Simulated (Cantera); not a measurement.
Cantera run:

```python
import numpy as np
import cantera as ct

gas_names = """
    CL CL2 H HCL H2 Si SiCL SiCL2 SiCL3 SiCL4 SiH SiHCL3 SiH2 SiH2CL2 SiH3 SiH3CL SiH4 Si2 Si3
""".split()
cond_names = """
    Si(cr) Si(L)
""".split()


# ... load() reads the species with a 1 bar reference pressure and builds the phases ...
atoms = {
    'SiCl4': {'Si': 1, 'CL': 4},
    'HCl': {'H': 1, 'CL': 1},
    'H2': {'H': 2},
}
top_T = {}  # K; cautious upper limits of use, not melting points


# ... equilibrate(T, P, feed) seeds the gas with the atoms and calls Mixture.equilibrate('TP', solver="vcs", rtol=1e-11, max_steps=5000) ...
results = []
T = 600  # K
P = 470000  # Pa
for m in [0.65, 0.97, 1.4, 2.1, 3.2, 4.7, 7, 10, 16]:
    feed = {'SiCl4': 1, 'HCl': 0.97, 'H2': m}  # mol
    mix = equilibrate(T, P, feed)
    results.append((T, P, feed, dict(zip(mix.species_names, mix.species_moles))))

top = {s: max(r[3][s] / sum(r[3][g] for g in gas_names) for r in results) for s in gas_names}
cols = sorted((s for s in top if top[s] > 0.001), key=lambda s: -top[s])[:5]
seen = [c for c in cond_names if any(r[3].get(c, 0) > 1e-12 for r in results)]
print("log10 of partial pressures in bar; condensed amounts in mol")
print(f"{'n(H2)':>10s}" + "".join(f"{s[:9]:>10s}" for s in cols + seen))
for T, P, feed, n in results:
    ng = sum(n[g] for g in gas_names)
    print(f"{feed['H2']:10.4g}" + "".join(f"{np.log10(max(n[s] / ng * P / 1e5, 1e-99)):10.3f}" for s in cols)
          + "".join(f"{n.get(c, 0):10.4g}" for c in seen))
```

It prints:

```
log10 of partial pressures in bar; condensed amounts in mol
     n(H2)        H2     SiCL4       HCL
      0.65     0.067     0.254     0.241
      0.97     0.191     0.204     0.191
       1.4     0.291     0.144     0.131
       2.1     0.385     0.062     0.049
       3.2     0.464    -0.041    -0.055
       4.7     0.520    -0.152    -0.165
         7     0.564    -0.281    -0.294
        10     0.594    -0.406    -0.419
        16     0.622    -0.583    -0.595
```

Equilibrium computed with Cantera from the NASA thermochemical tables; the gas is ideal and each condensed phase is pure.
